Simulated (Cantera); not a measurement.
A perfectly stirred reactor is fed with 26.8 % H2, 61.0 % O2, 12.2 % N2, at 290 Pa; it is held at 948 K, and followed from long to short residence time.

Cantera simulation using the H2/O2 subset of GRI-Mech 3.0, which has no nitrogen chemistry; the numbers are that mechanism's predictions, not measurements. Radical loss at walls, strong at low pressure, is not modelled. Below about 950 K walls govern HO2 and H2O2 in real vessels. The temperature is held fixed by assumption; the heat of reaction is taken as removed at once.

Task: Predict: x(H2) at τ = 2.30 s; x(O2) at τ = 2.30 s; x(H) at τ = 2.30 s; x(H2O2) at τ = 2.30 s; x(HO2) at τ = 2.30 s; x(H2) at τ = 46.0 ms; x(O2) at τ = 46.0 ms; x(H) at τ = 46.0 ms; x(H2O2) at τ = 46.0 ms; x(HO2) at τ = 46.0 ms.

Result: 
```
Property                 Result
----------------------  -------
x(H2) at τ = 2.30 s     0.00334
x(O2) at τ = 2.30 s       0.546
x(H) at τ = 2.30 s      0.00395
x(H2O2) at τ = 2.30 s   1.09e-7
x(HO2) at τ = 2.30 s    3.78e-6
x(H2) at τ = 46.0 ms     0.0298
x(O2) at τ = 46.0 ms      0.520
x(H) at τ = 46.0 ms      0.0845
x(H2O2) at τ = 46.0 ms  5.98e-8
x(HO2) at τ = 46.0 ms   3.37e-6
```
